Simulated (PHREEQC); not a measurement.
Dissolve 0.027 mol HF and 0.00019 mol KF per kg of water at 15 °C. Closed to the air; pH follows from the charge balance.

Model: ion-association model, wateq4f.dat, run in PHREEQC.

```json
[
 {"quantity": "pH", "before": "2.40", "after": "7.22"},
 {"quantity": "ionic strength (mol/kgw)", "before": "0.00447", "after": "0.000190"},
 {"quantity": "HF (mol/kgw)", "before": "0.0196", "after": "1.42e-8"},
 {"quantity": "F- (mol/kgw)", "before": "0.00418", "after": "0.000190"}
]
```

**Question.** Name the change that produced these shifts.
(A) HF left out
(B) KF from 0.00019 to 0.00038 mol/kgw
(C) 0.015 mol/kgw LiOH added
(D) KF left out
(E) KF from 0.00019 to 0.000171 mol/kgw

**Answer.** A, HF left out

This is a speciation only: nothing precipitates in the calculation. wateq4f.dat counts part of the HF as a dimer, H2F2, which phreeqc.dat doesn't know; its constant is uncertain.
